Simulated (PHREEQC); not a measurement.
Make-up at 25 °C: 31.9 mmol/kgw CdSO4, 17 mmol/kgw H3BO3 and 18 mmol/kgw HCl. Closed to the air; pH follows from the charge balance.

Equilibrium calculation in PHREEQC: ion-association model, phreeqc.dat.

No solid was allowed to form.

Order these Cl species by the share of Cl that they hold, largest first: Cl-, CdCl2, CdCl+.

Cl- (63 %), CdCl+ (35 %), CdCl2 (2.0 %)

Order these S species by the share of S that they hold, largest first: HSO4-, CdSO4, Cd(SO4)2-2, SO4-2.

SO4-2 (42 %), CdSO4 (29 %), HSO4- (20 %), Cd(SO4)2-2 (8.7 %)

The pH is 2.02 and the ionic strength 0.0771 mol/kgw.
